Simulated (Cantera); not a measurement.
**Moist CO burnout**

An isothermal, constant-pressure homogeneous reactor starts with CO : O2 : H2O : N2 = 0.005 : 0.0064 : 0.016 : 1 (molar parts), equivalence ratio 0.39, at 1023 K and 278 Torr.

Computed with Cantera and GRI-Mech 3.0 (53 species, 325 reactions).

```json
[
 {"t (s)": "0.000300", "x CO": "0.00487", "x O2": "0.00623", "x H2O": "0.0156", "x N2O": "<1e-12", "x NO": "<1e-12", "x OH": "<1e-12"},
 {"t (s)": "0.00160", "x CO": "0.00487", "x O2": "0.00623", "x H2O": "0.0156", "x N2O": "<1e-12", "x NO": "<1e-12", "x OH": "4.58e-12"},
 {"t (s)": "0.00857", "x CO": "0.00487", "x O2": "0.00623", "x H2O": "0.0156", "x N2O": "<1e-12", "x NO": "<1e-12", "x OH": "1.72e-10"},
 {"t (s)": "0.0458", "x CO": "0.00416", "x O2": "0.00590", "x H2O": "0.0155", "x N2O": "1.03e-8", "x NO": "1.99e-9", "x OH": "2.12e-5"},
 {"t (s)": "0.245", "x CO": "0.000202", "x O2": "0.00391", "x H2O": "0.0156", "x N2O": "6.70e-8", "x NO": "2.14e-8", "x OH": "8.20e-6"},
 {"t (s)": "1.31", "x CO": "6.53e-6", "x O2": "0.00381", "x H2O": "0.0156", "x N2O": "7.81e-8", "x NO": "2.10e-8", "x OH": "1.69e-6"},
 {"t (s)": "7.00", "x CO": "1.37e-7", "x O2": "0.00381", "x H2O": "0.0156", "x N2O": "7.92e-8", "x NO": "2.13e-8", "x OH": "3.65e-7"},
 {"t (s)": "37.4", "x CO": "1.02e-9", "x O2": "0.00381", "x H2O": "0.0156", "x N2O": "7.43e-8", "x NO": "2.17e-8", "x OH": "1.07e-7"},
 {"t (s)": "200", "x CO": "4.22e-11", "x O2": "0.00381", "x H2O": "0.0156", "x N2O": "5.12e-8", "x NO": "2.17e-8", "x OH": "5.83e-8"}
]
```
x: mole fraction; the columns are a selection and need not sum to one.

Equilibrium at this temperature and pressure: CO 1.71e-11, O2 0.00380, H2O 0.0156, N2O 3.28e-10, NO 6.03e-6, OH 3.33e-8 (gas phase only).
